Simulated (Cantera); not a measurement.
An isothermal, constant-pressure homogeneous reactor starts with N2O : O2 = 1 : 1.7 (molar parts), at 1425 K and 860 Pa.

Computed with Cantera and GRI-Mech 3.0 (53 species, 325 reactions). GRI-Mech 3.0 was tuned for natural gas; its chemistry of N2O as a main component is partial and can be far from experiment. Radical loss at walls, strong at low pressure, is not modelled. The temperature is held fixed by assumption; the heat of reaction is taken as removed at once.

One state of this run: x N2O = 9.31e-7; x O2 = 0.655; x N2 = 0.280; x O = 1.22e-5; x NO = 0.0649. x: mole fraction; the columns are a selection and need not sum to one.

Which value of t (s) does it belong to?
A. 3.52
B. 200
C. 0.000284
D. 0.00420

B, 200
